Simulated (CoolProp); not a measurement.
A Linde-Hampson liquefier for normal hydrogen: isothermal reversible compression at 200 K from 1 atm to 15 MPa, throttling to 1 atm, return gas leaving the recuperator 10 K below the feed. Each further row changes one setting.

Computed with CoolProp (reference Helmholtz-energy equation of state, Leachman 2009).

```json
[
 {"case": "as stated", "compression work (kJ/kg of gas)": "4210"},
 {"case": "high pressure 30 MPa", "compression work (kJ/kg of gas)": "4890"},
 {"case": "warm-end temperature 230 K", "compression work (kJ/kg of gas)": "4840"},
 {"case": "warm-end gap 15 K", "compression work (kJ/kg of gas)": "4210"}
]
```
